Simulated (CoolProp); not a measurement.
Saturated liquid density (kg/m³) of CH3F (R41): the reference equation beside estimates from Tc = 317.3 K, pc = 59.06 bar, ω = 0.200.

Model: reference Helmholtz-energy equation of state, Lemmon 2006, in CoolProp. It is a short technical equation, of lower accuracy than the large ones.

```json
[
 {"T (K)": "208.9", "reference": "850.9", "van der Waals": "450.1", "Redlich-Kwong": "657.3"},
 {"T (K)": "217.5", "reference": "831.6", "van der Waals": "440.3", "Redlich-Kwong": "640.1"},
 {"T (K)": "226", "reference": "811.7", "van der Waals": "430.2", "Redlich-Kwong": "622.1"},
 {"T (K)": "234.5", "reference": "790.9", "van der Waals": "419.5", "Redlich-Kwong": "603.1"},
 {"T (K)": "243", "reference": "769.1", "van der Waals": "408.2", "Redlich-Kwong": "582.8"},
 {"T (K)": "251.5", "reference": "745.9", "van der Waals": "396.1", "Redlich-Kwong": "561.1"},
 {"T (K)": "260.1", "reference": "720.8", "van der Waals": "383.1", "Redlich-Kwong": "537.5"},
 {"T (K)": "268.6", "reference": "694.1", "van der Waals": "369.1", "Redlich-Kwong": "512.3"},
 {"T (K)": "277.1", "reference": "664.8", "van der Waals": "353.7", "Redlich-Kwong": "484.7"},
 {"T (K)": "285.6", "reference": "632.1", "van der Waals": "336.6", "Redlich-Kwong": "454.1"},
 {"T (K)": "294.1", "reference": "594.4", "van der Waals": "317.0", "Redlich-Kwong": "419.3"}
]
```

Absolute difference from the reference over all 11 rows, mean and median: van der Waals 46.9 and 46.9 %, Redlich-Kwong 25.3 and 24.8 %.
